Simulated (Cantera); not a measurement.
An isothermal, constant-pressure homogeneous reactor starts with H2 : O2 : N2 = 1.5 : 1 : 0.82 (molar parts), equivalence ratio 0.75, at 825 K and 1.00 bar. Integrator tolerance rtol = 1e-08.

Model: the H2/O2 subset of GRI-Mech 3.0, which has no nitrogen chemistry, integrated in Cantera. Below about 950 K walls govern HO2 and H2O2 in real vessels. The temperature is held fixed by assumption; the heat of reaction is taken as removed at once.

### Question
What does this change do: temperature 825 to 1275 K?

### Answer
| quantity | before | after |
|---|---|---|
| x(H2) at 70.0 s | 0.0561 (gas-phase equilibrium <1e-12) | 1.04e-7 (gas-phase equilibrium 1.04e-7) |
| x(O2) at 70.0 s | 0.122 (gas-phase equilibrium 0.0973) | 0.0973 (gas-phase equilibrium 0.0973) |
| x(H2O2) at 70.0 s | 0.000461 (gas-phase equilibrium 3.42e-11) | 8.21e-9 (gas-phase equilibrium 8.21e-9) |
| x(HO2) at 70.0 s | 1.14e-5 (gas-phase equilibrium 4.25e-11) | 3.99e-8 (gas-phase equilibrium 3.99e-8) |
| x(H) at 70.0 s | 2.43e-9 (gas-phase equilibrium <1e-12) | 2.39e-10 (gas-phase equilibrium 2.39e-10) |
| x(OH) at 70.0 s | 4.40e-9 (gas-phase equilibrium 3.65e-9) | 1.56e-5 (gas-phase equilibrium 1.56e-5) |

### Question
What does this change do: 0.31 parts H2O added?

### Answer
```tsv
quantity	before	after
x(H2) at 70.0 s	0.0561 (gas-phase equilibrium <1e-12)	0.0439 (gas-phase equilibrium <1e-12)
x(O2) at 70.0 s	0.122 (gas-phase equilibrium 0.0973)	0.107 (gas-phase equilibrium 0.0868)
x(H2O2) at 70.0 s	0.000461 (gas-phase equilibrium 3.42e-11)	0.000338 (gas-phase equilibrium 3.48e-11)
x(HO2) at 70.0 s	1.14e-5 (gas-phase equilibrium 4.25e-11)	9.98e-6 (gas-phase equilibrium 4.05e-11)
x(H) at 70.0 s	2.43e-9 (gas-phase equilibrium <1e-12)	1.96e-9 (gas-phase equilibrium <1e-12)
x(OH) at 70.0 s	4.40e-9 (gas-phase equilibrium 3.65e-9)	4.33e-9 (gas-phase equilibrium 3.68e-9)
```
